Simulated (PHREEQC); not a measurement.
A solution holds 0.02 mol/kgw ZnCl2, 0.052 mol/kgw NaAlO2 and 0.00047 mol/kgw LiCl, at 25 °C. Closed to the air; pH follows from the charge balance.

All values are PHREEQC results (ion-association model, wateq4f.dat), not measurements.

This is a speciation only: nothing precipitates in the calculation.

Question: Order these Zn species by the share of Zn that they hold, largest first: Zn(OH)2, ZnOHCl, ZnOH+, ZnCl+, Zn+2.

Answer: Zn+2 (92 %), ZnCl+ (3.8 %), ZnOH+ (1.8 %), ZnOHCl (1.3 %), Zn(OH)2 (0.58 %)

The pH is 7.56 and the ionic strength 0.109 mol/kgw. Saturation is exceeded, for instance for Al(OH)3(a), Zn5(OH)8Cl2; the values hold only as long as no solid forms. Complexes and solids missing from the database can't appear.
